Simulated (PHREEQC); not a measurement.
A solution holds 0.046 mol ZnSO4, 0.00082 mol CuCl2 and 0.00024 mol HCl per kg of water, at 25 °C. It is in equilibrium with CO2 at log p = -2 (atm). Otherwise closed; pH follows from the charge balance.

Equilibrium calculation in PHREEQC: ion-association model, wateq4f.dat.

Precipitation was switched off in this run.

**Question.** Order these S species by the share of S that they hold, largest first: CuSO4, SO4-2, ZnSO4, Zn(SO4)2-2, HSO4-.

**Answer.** SO4-2 (46 %), ZnSO4 (39 %), Zn(SO4)2-2 (14 %), CuSO4 (0.69 %), HSO4- (0.24 %)

The pH is 3.96 and the ionic strength 0.101 mol/kgw.
